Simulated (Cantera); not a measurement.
Charge: 1 mol AlCl₃, 52 mol N₂, 0.31 mol O₂, held at 1275 K and 93.0 Pa.

Method: chemical equilibrium by Gibbs-energy minimisation in Cantera with the NASA 1993 tables (ideal gas, pure condensed phases). Candidate condensed phases: Al, AlCl₃, AlN, Al₂O₃; 24 gas species. Equilibrium is a limit: real reactors are often held back by kinetics, nucleation or transport.

Base state: N₂ 0.969, Cl 0.0174, AlCl₃ 0.0109, Cl₂ 0.00287 (mole fractions); condensed: Al₂O₃(s).

Q: What changes in the equilibrium state with this change: O₂ from 0.31 to 11 mol?

A: 
| species | before | after |
|---|---|---|
| N₂ | 0.969 | 0.803 |
| O₂ | 1.06e-8 | 0.158 |
| Cl | 0.0174 | 0.0296 |
| AlCl₃ | 0.0109 | 2.26e-7 |
| ClO | 1.87e-9 | 1.23e-5 |
| NO | 8.34e-8 | 0.000294 |
| Cl₂ | 0.00287 | 0.00836 |
| Al₂O₃(s), mol | 0.207 | 0.500 |
